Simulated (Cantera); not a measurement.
# Adiabatic ignition

An adiabatic, constant-volume homogeneous reactor starts with H₂ : O₂ : N₂ : H₂O = 1 : 0.61 : 4.82 : 0.23 (molar parts), equivalence ratio 0.82, at 1550 K and 100000 Pa.

Detailed kinetics in Cantera: GRI-Mech 3.0 (53 species, 325 reactions).

| t (s) | T (K) | P (bar) | x H₂ | x O₂ | x H₂O | x HO₂ | x N₂O | x NO |
|---|---|---|---|---|---|---|---|---|
| 2.00e-6 | 1550 | 1.000 | 0.150 | 0.0916 | 0.0345 | 3.21e-7 | <1e-12 | <1e-12 |
| 8.53e-6 | 1550 | 1.00 | 0.150 | 0.0915 | 0.0346 | 3.34e-6 | 2.96e-11 | <1e-12 |
| 3.64e-5 | 1960 | 1.24 | 0.0292 | 0.0294 | 0.133 | 1.14e-5 | 1.05e-7 | 2.39e-5 |
| 0.000155 | 2499 | 1.52 | 0.0161 | 0.0209 | 0.168 | 4.68e-6 | 2.80e-7 | 0.000194 |
| 0.000663 | 2615 | 1.58 | 0.0106 | 0.0185 | 0.178 | 4.61e-6 | 4.71e-7 | 0.00113 |
| 0.00283 | 2609 | 1.58 | 0.0107 | 0.0173 | 0.178 | 4.31e-6 | 4.80e-7 | 0.00413 |
| 0.0121 | 2603 | 1.57 | 0.0109 | 0.0160 | 0.179 | 4.00e-6 | 5.12e-7 | 0.00730 |
| 0.0515 | 2603 | 1.57 | 0.0109 | 0.0159 | 0.179 | 3.99e-6 | 5.14e-7 | 0.00746 |
| 0.220 | 2603 | 1.57 | 0.0109 | 0.0159 | 0.179 | 3.99e-6 | 5.14e-7 | 0.00746 |
| 0.937 | 2603 | 1.57 | 0.0109 | 0.0159 | 0.179 | 3.99e-6 | 5.14e-7 | 0.00746 |
| 4.00 | 2603 | 1.57 | 0.0109 | 0.0159 | 0.179 | 3.99e-6 | 5.14e-7 | 0.00746 |
x: mole fraction; the columns are a selection and need not sum to one.

The time of steepest temperature rise is 19.5 µs. The temperature at 4.00 s is 2603 K and the equilibrium temperature is 2603 K. The x(H₂) at 4.00 s comes out as 0.0109 (gas-phase equilibrium 0.0109) and the x(O₂) at 4.00 s is 0.0159 (gas-phase equilibrium 0.0159). The x(H₂O) at 4.00 s is 0.179 (gas-phase equilibrium 0.179).
